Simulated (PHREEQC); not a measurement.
Make-up at 40 °C: 0.0005 mol/kgw H2S and 0.0006 mol/kgw FeCl2. Closed to the air; pH follows from the charge balance.

Model: ion-association model, phreeqc.dat, run in PHREEQC.

```
quantity        before    after
-------------  -------  -------
pH                4.72     4.52
HS- (mol/kgw)  4.44e-6  5.72e-6
```

Problem. Which change was made?
A. 6.4e-06 mol/kgw KBr added
B. diluted 100-fold with water
C. H2S from 0.0005 to 0.001 mol/kgw
D. FeCl2 replaced by MgCl2 at the same molality

Solution. C, H2S from 0.0005 to 0.001 mol/kgw

Precipitation was switched off in this run. Away from 25 °C the constants follow the database's enthalpies or fits; those with neither stay at their 25 °C values.
